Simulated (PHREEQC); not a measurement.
A made-up water analysis in mmol/kgw, 25 °C, pH 7.45:

```tsv
constituent	mmol/kgw
Na	157
K	19
Ca	2.14
Mg	3.55
Cl	172
S(6)	3.83
Alkalinity (meq/kgw)	0.000418
```

Valence states are taken as typed.

The numbers come from PHREEQC with the Pitzer model, pitzer.dat.

### Question
The ionic strength comes out as 0.193 mol/kgw. What activity coefficients do SO4-2, Ca+2, Na+, Mg+2, K+ get?

### Answer
SO4-2 0.21, Ca+2 0.29, Na+ 0.75, Mg+2 0.31, K+ 0.73. Single-ion values are on the MacInnes scale.

No solid was allowed to form.
